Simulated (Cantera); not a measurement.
A perfectly stirred reactor is fed with CO : O2 : H2O : N2 = 0.003 : 0.032 : 0.00015 : 1 (molar parts), at 500000 Pa; it is held at 1098 K, and followed from long to short residence time.

Detailed kinetics in Cantera: GRI-Mech 3.0 (53 species, 325 reactions).

Question: Predict: x(CO) at τ = 1.30 s; x(O2) at τ = 1.30 s; x(H2O) at τ = 1.30 s; x(NO) at τ = 1.30 s; x(NO2) at τ = 1.30 s; x(CO) at τ = 25.0 ms; x(O2) at τ = 25.0 ms; x(H2O) at τ = 25.0 ms.

Answer: 
| Quantity | Result |
|---|---|
| x(CO) at τ = 1.30 s | 0.00211 |
| x(O2) at τ = 1.30 s | 0.0305 |
| x(H2O) at τ = 1.30 s | 0.000145 |
| x(NO) at τ = 1.30 s | 2.80e-9 |
| x(NO2) at τ = 1.30 s | 5.30e-9 |
| x(CO) at τ = 25.0 ms | 0.00289 |
| x(O2) at τ = 25.0 ms | 0.0309 |
| x(H2O) at τ = 25.0 ms | 0.000145 |
